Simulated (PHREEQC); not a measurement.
Solution (25 °C): 0.066 mol H2SiF6 and 0.0016 mol NH4HF2 per kg of water. Closed to the air; pH follows from the charge balance.

Model: ion-association model, wateq4f.dat, run in PHREEQC.

No solid was allowed to form.

### Question
What pH, ionic strength does the model give?

### Answer
pH 0.99; ionic strength 0.195 mol/kgw.

### Question
In which forms is Si present?

### Answer
SiF6-2 98 %, H4SiO4 1.8 % of the Si.

Saturation is exceeded, for instance for Quartz (slow to form), Chalcedony (slow to form); the values hold only as long as no solid forms. Species that the database lacks are ignored. SiF6-2 is the database's only silicon fluoride.
